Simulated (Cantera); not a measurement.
# Carbothermic reduction: CuO + CO

A closed system holds: 1 mol CuO, a varied amount of CO, equilibrated at 2077 °C and 0.00940 bar.

Method: chemical equilibrium by Gibbs-energy minimisation in Cantera with the NASA 1993 tables (ideal gas, pure condensed phases). Candidate condensed phases: C, Cu, CuO, Cu2O; 15 gas species. The numbers say what is thermodynamically allowed, not how fast it happens.

| n(CO) (mol) | log p CO | log p Cu | log p CO2 | log p O2 | log p O | log p CuO |
|---|---|---|---|---|---|---|
| 1.9 | -2.49 | -2.50 | -2.57 | -3.76 | -4.06 | -5.48 |
| 2.2 | -2.42 | -2.54 | -2.59 | -3.93 | -4.15 | -5.61 |
| 2.5 | -2.38 | -2.58 | -2.62 | -4.08 | -4.22 | -5.72 |
| 2.9 | -2.33 | -2.62 | -2.65 | -4.25 | -4.31 | -5.85 |
| 3.3 | -2.29 | -2.66 | -2.69 | -4.40 | -4.38 | -5.96 |
| 3.7 | -2.26 | -2.70 | -2.72 | -4.52 | -4.44 | -6.06 |
| 4.3 | -2.23 | -2.75 | -2.77 | -4.69 | -4.52 | -6.19 |
| 4.9 | -2.20 | -2.80 | -2.82 | -4.82 | -4.59 | -6.31 |
| 5.6 | -2.18 | -2.85 | -2.86 | -4.96 | -4.66 | -6.43 |
| 6.3 | -2.16 | -2.89 | -2.90 | -5.08 | -4.72 | -6.53 |
| 7.2 | -2.15 | -2.94 | -2.95 | -5.21 | -4.79 | -6.65 |
| 8.2 | -2.13 | -2.99 | -3.00 | -5.34 | -4.85 | -6.76 |
log p: log10 of the partial pressure in bar; nothing condenses.

From 1.9 mol CO to 8.2 mol CO nothing is condensed. The main Cu-bearing gas is Cu throughout.
